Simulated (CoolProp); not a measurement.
Saturation properties of n-butane.

Model: reference Helmholtz-energy equation of state, Bücker 2006, in CoolProp.

```json
[
 {"T (K)": "265.8", "p (MPa)": "…", "vapour Z": "0.9659", "liquid viscosity (µPa s)": "…"},
 {"T (K)": "275.4", "p (MPa)": "0.1123", "vapour Z": "0.9557", "liquid viscosity (µPa s)": "198"},
 {"T (K)": "285", "p (MPa)": "0.1583", "vapour Z": "0.9437", "liquid viscosity (µPa s)": "180"},
 {"T (K)": "294.7", "p (MPa)": "0.2182", "vapour Z": "0.9297", "liquid viscosity (µPa s)": "164"},
 {"T (K)": "304.3", "p (MPa)": "0.2933", "vapour Z": "0.9137", "liquid viscosity (µPa s)": "149"},
 {"T (K)": "313.9", "p (MPa)": "0.3865", "vapour Z": "…", "liquid viscosity (µPa s)": "137"},
 {"T (K)": "323.5", "p (MPa)": "0.5003", "vapour Z": "0.8753", "liquid viscosity (µPa s)": "125"},
 {"T (K)": "333.2", "p (MPa)": "0.6390", "vapour Z": "…", "liquid viscosity (µPa s)": "114"},
 {"T (K)": "342.8", "p (MPa)": "0.8026", "vapour Z": "0.8271", "liquid viscosity (µPa s)": "104"},
 {"T (K)": "352.4", "p (MPa)": "0.9952", "vapour Z": "0.7989", "liquid viscosity (µPa s)": "95.3"},
 {"T (K)": "362", "p (MPa)": "1.220", "vapour Z": "0.7676", "liquid viscosity (µPa s)": "86.8"},
 {"T (K)": "371.7", "p (MPa)": "1.483", "vapour Z": "0.7321", "liquid viscosity (µPa s)": "78.6"}
]
```

### Question
Some entries are withheld; supply them.

### Answer

- 265.8, p (MPa): 0.07748
- 265.8, liquid viscosity (µPa s): 218
- 313.9, vapour Z: 0.8957
- 333.2, vapour Z: 0.8524

It boils at 272.7 K under 1 atm.

Viscosity comes from a separate model (Vogel 1999).
